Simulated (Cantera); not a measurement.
**Gas-phase reforming**

An isothermal, constant-pressure homogeneous reactor starts with 43.1 % CH4, 26.7 % H2O, 30.2 % H2, at 1598 K and 13300 Pa.

Cantera simulation using GRI-Mech 3.0 (53 species, 325 reactions); the numbers are that mechanism's predictions, not measurements. GRI-Mech 3.0 stops at C3 and has no aromatics, soot or wall deposition, so with more carbon than oxygen in the feed, carbon stays in small species such as C2H2 where larger ones or solid carbon would form.

| t (s) | x CH4 | x H2O | x H2 | x HO2 | x CH2CO | x OH |
|---|---|---|---|---|---|---|
| 4.00e-6 | 0.431 | 0.267 | 0.302 | <1e-12 | <1e-12 | 5.92e-9 |
| 1.24e-5 | 0.431 | 0.267 | 0.302 | <1e-12 | <1e-12 | 1.28e-8 |
| 3.86e-5 | 0.431 | 0.267 | 0.302 | <1e-12 | <1e-12 | 3.40e-8 |
| 0.000120 | 0.431 | 0.267 | 0.302 | <1e-12 | <1e-12 | 9.94e-8 |
| 0.000372 | 0.431 | 0.267 | 0.302 | <1e-12 | <1e-12 | 2.90e-7 |
| 0.00116 | 0.430 | 0.267 | 0.302 | <1e-12 | 2.65e-11 | 7.02e-7 |
| 0.00359 | 0.426 | 0.267 | 0.305 | <1e-12 | 1.07e-8 | 1.18e-6 |
| 0.0111 | 0.410 | 0.264 | 0.317 | <1e-12 | 7.33e-7 | 1.31e-6 |
| 0.0346 | 0.364 | 0.256 | 0.356 | <1e-12 | 6.51e-6 | 1.27e-6 |
| 0.107 | 0.269 | 0.237 | 0.436 | <1e-12 | 1.72e-5 | 1.20e-6 |
| 0.334 | 0.147 | 0.210 | 0.542 | <1e-12 | 2.57e-5 | 1.16e-6 |
| 1.04 | 0.0585 | 0.180 | 0.626 | <1e-12 | 2.67e-5 | 1.14e-6 |
| 3.22 | 0.0280 | 0.136 | 0.679 | <1e-12 | 1.82e-5 | 9.19e-7 |
| 10.0 | 0.0185 | 0.0754 | 0.729 | <1e-12 | 7.33e-6 | 4.98e-7 |
x: mole fraction; the columns are a selection and need not sum to one.

Equilibrium at this temperature and pressure: CH4 0.00623, H2O 3.17e-7, H2 0.790, HO2 <1e-12, CH2CO 4.91e-8, OH 2.04e-12 (gas phase only).
